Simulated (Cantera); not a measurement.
An adiabatic, constant-volume homogeneous reactor starts with CH4 : O2 : N2 = 1 : 0.833 : 3.13 (molar parts), at 1750 K and 4.10 bar. Integrator tolerance rtol = 1e-08.

Cantera simulation using GRI-Mech 3.0 (53 species, 325 reactions); the numbers are that mechanism's predictions, not measurements.

**Question.** What does this change do: 0.036 parts H2 added?

**Answer.** 
| quantity | before | after |
|---|---|---|
| time of steepest temperature rise | 55.6 µs | 51.6 µs |
| temperature at 8.00 s | 2802 K | 2797 K |
| equilibrium temperature | 2802 K | 2797 K |
| x(CH4) at 8.00 s | 1.21e-9 (gas-phase equilibrium 1.36e-9) | 1.30e-9 (gas-phase equilibrium 1.45e-9) |
| x(O2) at 8.00 s | 1.14e-5 (gas-phase equilibrium 1.14e-5) | 1.05e-5 (gas-phase equilibrium 1.05e-5) |
| x(CO2) at 8.00 s | 0.00957 (gas-phase equilibrium 0.00957) | 0.00933 (gas-phase equilibrium 0.00933) |
| x(H) at 8.00 s | 0.0136 (gas-phase equilibrium 0.0136) | 0.0135 (gas-phase equilibrium 0.0135) |
| x(H2) at 8.00 s | 0.220 (gas-phase equilibrium 0.220) | 0.224 (gas-phase equilibrium 0.224) |
| x(H2O2) at 8.00 s | 1.17e-8 (gas-phase equilibrium 1.17e-8) | 1.11e-8 (gas-phase equilibrium 1.11e-8) |
